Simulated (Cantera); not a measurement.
Standard-state values (1 bar) from the NASA 1993 polynomials, evaluated with Cantera. Values are per mole of reaction as written; species without (g) are pure solids or liquids, kept so even where they would boil at 1 bar.

2 Ti + O₂(g) = 2 TiO(g)

| T (K) | ΔH° (kJ) | ΔS° (J/K) | ΔG° (kJ) | log10 K | condensed phases |
|---|---|---|---|---|---|
| 1025 | 95.5 | 178.9 | -87.9 | 4.48 | Ti(α) |
| 1175 | [?] | [?] | [?] | [?] | Ti(β) |
| 1325 | 80.0 | 165.5 | -139.3 | 5.49 | Ti(β) |
| 1475 | 76.6 | 163.1 | -163.9 | 5.81 | Ti(β) |
| 1625 | 72.5 | 160.5 | -188.2 | 6.05 | Ti(β) |
| 1775 | 67.7 | 157.6 | -212.1 | 6.24 | Ti(β) |
| 1925 | 62.0 | 154.5 | -235.5 | 6.39 | Ti(β) |
| 2075 | 25.0 | 135.6 | -256.4 | 6.45 | Ti(l) |
| 2225 | 16.8 | 131.8 | -276.5 | 6.49 | Ti(l) |
| 2375 | [?] | [?] | [?] | [?] | Ti(l) |

Task: Fill in the missing entries.

Result: 
- 1175, ΔH° (kJ): 82.7
- 1175, ΔS° (J/K): 167.7
- 1175, ΔG° (kJ): -114.3
- 1175, log10 K: 5.08
- 2375, ΔH° (kJ): 8.7
- 2375, ΔS° (J/K): 128.3
- 2375, ΔG° (kJ): -296.0
- 2375, log10 K: 6.51
